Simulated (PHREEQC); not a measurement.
1 kg of water holding 0.002 mol CaSO4, 0.59 mol KCl, 0.23 mol MgBr2, 0.58 mol NaCl and 0.014 mol NaBr is evaporated at 15 °C; the solids stay in contact with the brine. No CO2 enters from the air. The run lets Arcanite, Bischofite, Bloedite, Brucite, Carnallite, Epsomite, Glaserite, Glauberite, Gypsum, Anhydrite, Halite, Hexahydrite, Kainite, Kieserite, Leonite, Mirabilite, Misenite, Polyhalite, Portlandite, Schoenite, Sylvite, Syngenite, Thenardite, MgCl2_4H2O precipitate or redissolve, and no other solid.

Model: Pitzer model, pitzer.dat, run in PHREEQC.

| water left (kg) | ionic strength | water activity | Sylvite (mol) | Halite (mol) | Br in solution (mol/kgw) | Mg in solution (mol/kgw) | Ca in solution (mol/kgw) |
|---|---|---|---|---|---|---|---|
| 1 | 1.88 | 0.948 | 0 | 0 | 0.474 | 0.230 | 0.00200 |
| 0.8219 | ___ | ___ | 0 | 0 | 0.577 | 0.280 | 0.00243 |
| 0.6755 | 2.79 | 0.920 | 0 | 0 | 0.702 | 0.340 | 0.00296 |
| 0.5552 | 3.39 | 0.900 | 0 | 0 | 0.854 | 0.414 | 0.00360 |
| 0.4563 | ___ | ___ | 0 | 0 | 1.04 | 0.504 | 0.00438 |
| 0.3082 | ___ | ___ | 0 | 0 | 1.54 | 0.746 | 0.00649 |
| 0.2533 | 7.43 | 0.743 | 0 | 0 | 1.87 | 0.908 | 0.00789 |
| 0.2082 | 8.23 | ___ | 0.169 | 0 | 2.28 | 1.10 | 0.00961 |
| 0.1711 | 9.14 | 0.656 | ___ | 0.00702 | 2.77 | 1.34 | 0.0117 |
| 0.1407 | 9.62 | 0.635 | 0.368 | 0.161 | 3.37 | 1.64 | 0.0142 |

Task: Fill in the missing entries.

Result: 
- 0.8219, ionic strength: 2.29
- 0.8219, water activity: 0.936
- 0.4563, ionic strength: 4.12
- 0.4563, water activity: 0.875
- 0.3082, ionic strength: 6.11
- 0.3082, water activity: 0.798
- 0.2082, water activity: 0.704
- 0.1711, Sylvite (mol): 0.311

Species that the database lacks are ignored.
